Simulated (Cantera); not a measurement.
Charge: 1 mol Si, 6 mol F2, 0.53 mol H2, held at 1150 K and 0.100 bar.

Equilibrium computed with Cantera from the NASA thermochemical tables; the gas is ideal and each condensed phase is pure. Candidate condensed phases: Si; 25 gas species. The numbers say what is thermodynamically allowed, not how fast it happens.

Base state: F 0.516, F2 0.207, HF 0.142, SiF4 0.134 (mole fractions); condensed: gas only.

**Question.** What changes in the equilibrium state with this change: F2 from 6 to 1.9 mol?

**Answer.** 
```json
[
 {"species": "SiF4", "before": "0.134", "after": "0.621"},
 {"species": "H2", "before": "<1e-9", "after": "0.346"},
 {"species": "SiHF3", "before": "<1e-9", "after": "0.0261"},
 {"species": "F", "before": "0.516", "after": "<1e-9"},
 {"species": "F2", "before": "0.207", "after": "<1e-9"},
 {"species": "HF", "before": "0.142", "after": "0.000150"},
 {"species": "SiF3", "before": "<1e-9", "after": "0.00545"},
 {"species": "SiH2F2", "before": "<1e-9", "after": "0.000546"},
 {"species": "SiF2", "before": "<1e-9", "after": "6.06e-5"},
 {"species": "Si(s), mol", "before": "0", "after": "0.0380"}
]
```
The tables' values for SiF3, SiF2 are old estimates; treat these amounts as uncertain.

**Question.** What changes in the equilibrium state with this change: H2 from 0.53 to 19 mol?

**Answer.** 
```csv
species,before,after
H2,<1e-9,0.625
HF,0.142,0.333
SiF4,0.134,0.0417
F,0.516,<1e-9
F2,0.207,<1e-9
```
